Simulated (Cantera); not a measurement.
Feed: 1 mol Pb, 7.3 mol H2, 1.9 mol N2, at 0.133 bar.

Equilibrium computed with Cantera from the NASA thermochemical tables; the gas is ideal and each condensed phase is pure. Candidate condensed phases: Pb; 11 gas species. Rates play no part.

log p: log10 of the partial pressure in bar; n: condensed amount in mol.

```json
[
 {"T (K)": "1175", "log p H2": "-0.98", "log p N2": "-1.56", "log p Pb": "-3.36", "log p H": "?", "log p Pb2": "-7.90", "n Pb(l)": "0.970"},
 {"T (K)": "1225", "log p H2": "-0.98", "log p N2": "-1.56", "log p Pb": "-3.03", "log p H": "?", "log p Pb2": "-7.35", "n Pb(l)": "0.935"},
 {"T (K)": "1275", "log p H2": "-0.98", "log p N2": "-1.57", "log p Pb": "-2.72", "log p H": "?", "log p Pb2": "-6.84", "n Pb(l)": "0.868"},
 {"T (K)": "1325", "log p H2": "-0.99", "log p N2": "-1.57", "log p Pb": "-2.44", "log p H": "?", "log p Pb2": "-6.37", "n Pb(l)": "0.744"},
 {"T (K)": "1375", "log p H2": "-1.00", "log p N2": "-1.58", "log p Pb": "-2.18", "log p H": "?", "log p Pb2": "-5.94", "n Pb(l)": "0.523"},
 {"T (K)": "1425", "log p H2": "-1.01", "log p N2": "-1.60", "log p Pb": "-1.94", "log p H": "?", "log p Pb2": "-5.54", "n Pb(l)": "0.135"},
 {"T (K)": "1475", "log p H2": "-1.02", "log p N2": "-1.60", "log p Pb": "-1.88", "log p H": "?", "log p Pb2": "-5.50", "n Pb(l)": "0"},
 {"T (K)": "1525", "log p H2": "-1.02", "log p N2": "-1.60", "log p Pb": "-1.88", "log p H": "?", "log p Pb2": "-5.57", "n Pb(l)": "0"},
 {"T (K)": "1575", "log p H2": "-1.02", "log p N2": "-1.60", "log p Pb": "-1.88", "log p H": "?", "log p Pb2": "-5.64", "n Pb(l)": "0"}
]
```

### Question
Some entries are withheld; supply them.

### Answer

- 1175, log p H: -7.40
- 1225, log p H: -7.00
- 1275, log p H: -6.62
- 1325, log p H: -6.28
- 1375, log p H: -5.96
- 1425, log p H: -5.67
- 1475, log p H: -5.40
- 1525, log p H: -5.14
- 1575, log p H: -4.89
